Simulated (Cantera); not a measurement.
# Premixed flame

A freely propagating, adiabatic, planar premixed flame of H2 : O2 : N2 = 1 : 0.758 : 3.71 (molar parts), equivalence ratio 0.66, unburnt at 525 K and 2.07 atm; mixture-averaged transport, grid criteria slope 0.08 and curve 0.16, no radiation.

Detailed kinetics in Cantera: the H2/O2 subset of GRI-Mech 3.0, which has no nitrogen chemistry. The hydrogen kinetics of GRI-Mech 3.0 are dated; newer H2 mechanisms differ, most at raised pressure. Burning velocities carry a grid error of a few per cent, more on coarse grids. Lean hydrogen flames are cellular in practice and burn faster than this planar one.

| z (mm) | T (K) | u (m/s) | x H2 | x O2 | x OH | x O | x HO2 | x H |
|---|---|---|---|---|---|---|---|---|
| -0.558 | 525 | 1.81 | 0.183 | 0.139 | <1e-8 | <1e-8 | <1e-8 | <1e-8 |
| -0.372 | 525 | 1.80 | 0.181 | 0.139 | <1e-8 | <1e-8 | 1.29e-7 | <1e-8 |
| -0.279 | 526 | 1.80 | 0.179 | 0.139 | <1e-8 | <1e-8 | 8.65e-7 | <1e-8 |
| -0.186 | 532 | 1.80 | 0.170 | 0.141 | <1e-8 | 8.02e-8 | 1.29e-5 | <1e-8 |
| -0.0930 | 639 | 2.10 | 0.134 | 0.142 | 5.34e-5 | 1.26e-5 | 0.000370 | 4.99e-5 |
| -0.0465 | 905 | 2.90 | 0.0955 | 0.129 | 0.000528 | 0.000281 | 0.000311 | 0.00124 |
| 0 | 1227 | 3.89 | 0.0530 | 0.102 | 0.00183 | 0.00195 | 0.000165 | 0.00513 |
| 0.0465 | 1454 | 4.60 | 0.0240 | 0.0757 | 0.00422 | 0.00407 | 9.63e-5 | 0.00748 |
| 0.0930 | 1585 | 5.00 | 0.0119 | 0.0631 | 0.00589 | 0.00466 | 6.50e-5 | 0.00661 |
| 0.186 | 1711 | 5.38 | 0.00590 | 0.0567 | 0.00647 | 0.00356 | 3.99e-5 | 0.00358 |
| 0.372 | 1799 | 5.64 | 0.00292 | 0.0548 | 0.00526 | 0.00178 | 2.09e-5 | 0.00118 |
| 0.744 | 1844 | 5.76 | 0.00110 | 0.0544 | 0.00344 | 0.000655 | 8.62e-6 | 0.000257 |
| 1.49 | 1862 | 5.81 | 0.000346 | 0.0546 | 0.00200 | 0.000208 | 3.10e-6 | 4.48e-5 |
x: mole fraction of selected species; z is measured from the peak of heat release.

```yaml
laminar_burning_velocity: 181 cm/s
thermal_thickness: 0.186 mm
peak x(OH): 0.00652
peak x(O): 0.00467
peak x(HO2): 0.000417
peak x(H): 0.00752
```
